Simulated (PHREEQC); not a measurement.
## Leach liquor: an equilibrium model

A solution holds 0.031 mol/kgw H2SO4, 0.021 mol/kgw CuSO4 and 0.00021 mol/kgw MnSO4, at 5 °C. Closed to the air; pH follows from the charge balance.

Equilibrium calculation in PHREEQC: ion-association model, phreeqc.dat.

| Property | Result |
|---|---|
| pH | 1.49 |
| ionic strength | 0.101 mol/kgw |
| specific conductance | 9360 µS/cm |
| density | 1.006 g/cm³ |
| total alkalinity | -62.0 meq/kg |

```tsv
species	molality	activity	log γ
H+	0.0394	0.0327	-0.081
HSO4-	0.0226	0.0178	-0.104
SO4-2	0.0218	0.00832	-0.419
Cu+2	0.0132	0.00542	-0.388
CuSO4	0.00775	0.00794	0.010
Mn+2	0.000151	6.17e-5	-0.388
MnSO4	5.92e-5	6.06e-5	0.010
CuOH+	2.14e-9	1.65e-9	-0.111
```

No solid was allowed to form. At this temperature some constants are extrapolated from 25 °C, and those without enthalpy data are left unchanged.
